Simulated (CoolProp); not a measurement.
Hydrogen chloride along the isobar 0.789 MPa: density (kg/m³) from the reference equation and from simpler models built on Tc = 324.7 K, pc = 8.314 MPa, ω = 0.130; each cubic takes its own stable root.

Values from CoolProp's reference Helmholtz-energy equation of state, Thol 2018.

```json
[
 {"T (K)": "269.5", "phase": "gas", "reference": "13.77", "ideal gas": "12.84", "van der Waals": "13.45", "Redlich-Kwong": "13.62", "Soave-Redlich-Kwong": "13.64", "Peng-Robinson": "13.71"},
 {"T (K)": "292.3", "phase": "gas", "reference": "12.48", "ideal gas": "11.84", "van der Waals": "12.30", "Redlich-Kwong": "12.40", "Soave-Redlich-Kwong": "12.41", "Peng-Robinson": "12.46"},
 {"T (K)": "315.1", "phase": "gas", "reference": "11.44", "ideal gas": "10.98", "van der Waals": "11.33", "Redlich-Kwong": "11.39", "Soave-Redlich-Kwong": "11.39", "Peng-Robinson": "11.44"},
 {"T (K)": "337.9", "phase": "gas", "reference": "10.58", "ideal gas": "10.24", "van der Waals": "10.51", "Redlich-Kwong": "10.55", "Soave-Redlich-Kwong": "10.55", "Peng-Robinson": "10.58"},
 {"T (K)": "360.8", "phase": "gas", "reference": "9.845", "ideal gas": "9.590", "van der Waals": "9.807", "Redlich-Kwong": "9.826", "Soave-Redlich-Kwong": "9.819", "Peng-Robinson": "9.852"},
 {"T (K)": "383.6", "phase": "gas", "reference": "9.216", "ideal gas": "9.020", "van der Waals": "9.193", "Redlich-Kwong": "9.203", "Soave-Redlich-Kwong": "9.193", "Peng-Robinson": "9.222"},
 {"T (K)": "406.4", "phase": "gas", "reference": "8.668", "ideal gas": "8.514", "van der Waals": "8.654", "Redlich-Kwong": "8.658", "Soave-Redlich-Kwong": "8.646", "Peng-Robinson": "8.671"},
 {"T (K)": "429.3", "phase": "gas", "reference": "8.182", "ideal gas": "8.060", "van der Waals": "8.174", "Redlich-Kwong": "8.174", "Soave-Redlich-Kwong": "8.161", "Peng-Robinson": "8.183"},
 {"T (K)": "452.1", "phase": "gas", "reference": "7.751", "ideal gas": "7.653", "van der Waals": "7.748", "Redlich-Kwong": "7.745", "Soave-Redlich-Kwong": "7.732", "Peng-Robinson": "7.751"}
]
```
